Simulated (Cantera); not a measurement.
## Transport properties of process gases

Gas mixture: NH3 : C2H2 = 0.49 : 0.77 (molar parts), at 5930 Torr, frozen composition.

Cantera's kinetic-theory transport with the Lennard-Jones parameters of GRI-Mech 3.0, ideal gas; thermal conductivity in the multicomponent form. Polar gases are described roughly by these parameters. The composition is frozen, though it would react at the higher temperatures.

| T (K) | ρ (kg/m³) | cp (J/kg/K) | μ (µPa s) | λ (mW/m/K) | Pr | D (cm²/s) NO | D (cm²/s) C2H2 | D (cm²/s) N2 |
|---|---|---|---|---|---|---|---|---|
| 400 | 5.35 | 2030 | 13.7 | 38.9 | 0.717 | 0.0395 | 0.0374 | 0.0401 |
| 650 | 3.29 | 2425 | 20.9 | 70.9 | 0.716 | 0.0933 | 0.0937 | 0.0947 |
| 900 | 2.38 | 2713 | 27.1 | 103 | 0.715 | 0.163 | 0.169 | 0.166 |
| 1150 | 1.86 | 2953 | 32.6 | 135 | 0.715 | 0.247 | 0.260 | 0.251 |
| 1400 | 1.53 | 3144 | 37.6 | 165 | 0.715 | 0.344 | 0.365 | 0.349 |
| 1650 | 1.30 | 3294 | 42.2 | 195 | 0.714 | 0.452 | 0.484 | 0.459 |
| 1900 | 1.13 | 3413 | 46.5 | 223 | 0.713 | 0.572 | 0.614 | 0.581 |
D: mixture-averaged diffusion coefficient of that species in the mixture.
